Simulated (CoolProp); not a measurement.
A single-stage vapour-compression cycle with n-perfluoropentane: evaporating at 323.15 K (dew point), condensing at 349.15 K (bubble point), superheat 2 K, subcooling 2 K, compressor efficiency 0.65, no pressure losses. Each further row changes one setting.

Computed with CoolProp (reference Helmholtz-energy equation of state, Gao 2022).

```json
[
 {"case": "as stated", "cooling COP": "6.46", "pressure ratio": "2.10", "discharge temperature (K)": "349.2", "refrigerating effect (kJ/kg)": "58.8", "volumetric capacity (kJ/m³)": "1410"},
 {"case": "evaporating temperature 328.15 K", "cooling COP": "8.53", "pressure ratio": "1.80", "discharge temperature (K)": "349.2", "refrigerating effect (kJ/kg)": "62.7", "volumetric capacity (kJ/m³)": "1740"},
 {"case": "condensing temperature 344.15 K", "cooling COP": "8.48", "pressure ratio": "1.84", "discharge temperature (K)": "344.2", "refrigerating effect (kJ/kg)": "64.6", "volumetric capacity (kJ/m³)": "1550"},
 {"case": "subcooling 7 K", "cooling COP": "7.09", "pressure ratio": "2.10", "discharge temperature (K)": "349.2", "refrigerating effect (kJ/kg)": "64.6", "volumetric capacity (kJ/m³)": "1550"},
 {"case": "superheat 12 K", "cooling COP": "6.84", "pressure ratio": "2.10", "discharge temperature (K)": "349.9", "refrigerating effect (kJ/kg)": "67.6", "volumetric capacity (kJ/m³)": "1550"},
 {"case": "compressor efficiency 0.55", "cooling COP": "5.46", "pressure ratio": "2.10", "discharge temperature (K)": "349.2", "refrigerating effect (kJ/kg)": "58.8", "volumetric capacity (kJ/m³)": "1410"}
]
```

The compression ends wet for: as stated; evaporating temperature 328.15 K; condensing temperature 344.15 K; subcooling 7 K; compressor efficiency 0.55.
